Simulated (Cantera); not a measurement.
Low-pressure radical oxidation in H2/O2

An isothermal, constant-pressure homogeneous reactor starts with H2 : O2 = 0.054 : 1 (molar parts), equivalence ratio 0.027, at 1273 K and 10.00 Torr.

Cantera simulation using GRI-Mech 3.0 (53 species, 325 reactions); the numbers are that mechanism's predictions, not measurements. Radical loss at walls, strong at low pressure, is not modelled. The temperature is held fixed by assumption; the heat of reaction is taken as removed at once.

| t (s) | x H2 | x O2 | x HO2 | x H2O2 | x O |
|---|---|---|---|---|---|
| 3.00e-5 | 0.0512 | 0.949 | 4.92e-9 | <1e-12 | 1.71e-9 |
| 7.27e-5 | 0.0512 | 0.949 | 1.19e-8 | 3.28e-12 | 7.89e-9 |
| 0.000176 | 0.0512 | 0.949 | 2.90e-8 | 1.92e-11 | 4.10e-8 |
| 0.000428 | 0.0512 | 0.949 | 7.10e-8 | 1.11e-10 | 4.92e-7 |
| 0.00104 | 0.0510 | 0.949 | 3.81e-7 | 8.30e-10 | 0.000102 |
| 0.00251 | 0.00182 | 0.909 | 3.08e-6 | 1.16e-7 | 0.0327 |
| 0.00609 | 0.000840 | 0.910 | 2.79e-6 | 7.82e-8 | 0.0334 |
| 0.0148 | 0.000722 | 0.916 | 2.69e-6 | 7.86e-8 | 0.0281 |
| 0.0358 | 0.000508 | 0.926 | 2.42e-6 | 7.73e-8 | 0.0192 |
| 0.0868 | 0.000246 | 0.937 | 1.85e-6 | 6.84e-8 | 0.00907 |
| 0.211 | 7.52e-5 | 0.944 | 1.03e-6 | 4.77e-8 | 0.00272 |
| 0.510 | 1.70e-5 | 0.947 | 3.99e-7 | 2.50e-8 | 0.000612 |
| 1.24 | 3.65e-6 | 0.947 | 1.24e-7 | 1.07e-8 | 0.000132 |
| 3.00 | 8.73e-7 | 0.947 | 3.92e-8 | 4.17e-9 | 3.16e-5 |
x: mole fraction; the columns are a selection and need not sum to one.

Equilibrium at this temperature and pressure: H2 2.51e-8, O2 0.947, HO2 2.20e-8, H2O2 2.62e-10, O 9.13e-7 (gas phase only).
